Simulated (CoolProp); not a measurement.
Computed with CoolProp (reference Helmholtz-energy equation of state, Zhou 2012).

Problem. For o-xylene, give the phase and the viscosity (µPa s), Prandtl number at 248.45 °C and 18.5 kPa; -2.05 °C and 2030 kPa.

Solution. 
- 248.45 °C and 18.5 kPa: gas; viscosity 11.3, Prandtl number 0.668
- -2.05 °C and 2030 kPa: liquid; viscosity 1170, Prandtl number 14.3

Viscosity comes from a separate model (Cao 2016). Thermal conductivity comes from a separate model (Mylona 2014).
